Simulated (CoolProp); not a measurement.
Properties of ethylene along the isobar 0.101 MPa.

Values from CoolProp's reference Helmholtz-energy equation of state, Smukala 2000.

| T (°C) | phase | density (kg/m³) | cv (kJ/(kg K)) | Joule-Thomson coefficient (K/MPa) | expansivity (1/kK) |
|---|---|---|---|---|---|
| -65.95 | gas | 1.674 | 0.9897 | 25.06 | 5.091 |
| -58.25 | gas | 1.611 | [?] | 22.89 | 4.880 |
| -50.55 | gas | 1.553 | [?] | 20.99 | 4.687 |
| -42.85 | gas | 1.499 | 1.036 | 19.30 | 4.511 |
| -35.25 | gas | 1.449 | 1.054 | 17.82 | 4.352 |
| -27.55 | gas | 1.402 | 1.074 | 16.47 | 4.202 |
| -19.85 | gas | 1.358 | 1.095 | 15.26 | 4.063 |
| -12.25 | gas | 1.318 | 1.116 | 14.19 | 3.935 |
| -4.55 | gas | 1.279 | 1.139 | 13.20 | 3.814 |
| 3.15 | gas | 1.242 | 1.163 | 12.30 | 3.700 |
| 10.85 | gas | 1.208 | 1.187 | 11.49 | 3.594 |
| 18.45 | gas | 1.176 | 1.212 | 10.75 | 3.495 |
| 26.15 | gas | 1.145 | 1.238 | 10.07 | 3.401 |
| 33.85 | gas | 1.116 | 1.264 | 9.451 | 3.311 |
| 41.45 | gas | 1.088 | [?] | 8.886 | 3.228 |
| 49.15 | gas | 1.062 | 1.317 | 8.360 | 3.147 |

Question: Fill in the missing entries.

Answer: 
- -58.25, cv (kJ/(kg K)): 1.004
- -50.55, cv (kJ/(kg K)): 1.019
- 41.45, cv (kJ/(kg K)): 1.290
